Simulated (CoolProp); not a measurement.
Properties of n-perfluoropentane at several states.

The numbers come from the reference Helmholtz-energy equation of state, Gao 2022 in CoolProp.

| T (K) | p (bar) | phase | density (kg/m³) | cp (kJ/(kg K)) | cv (kJ/(kg K)) | isothermal compressibility (1/MPa) | expansivity (1/kK) |
|---|---|---|---|---|---|---|---|
| 157.9 | 0.36 | liquid | 2020 | 0.8065 | 0.6157 | (withheld) | (withheld) |
| 192.7 | 0.161 | liquid | (withheld) | 0.8530 | 0.6626 | (withheld) | 1.507 |
| 380.5 | 0.717 | gas | 6.642 | (withheld) | 0.8959 | 14.19 | 2.792 |

Task: Some entries are withheld; supply them.

Result: 
- 157.9, isothermal compressibility (1/MPa): 0.0009338
- 157.9, expansivity (1/kK): 1.510
- 192.7, density (kg/m³): 1917
- 192.7, isothermal compressibility (1/MPa): 0.001198
- 380.5, cp (kJ/(kg K)): 0.9274
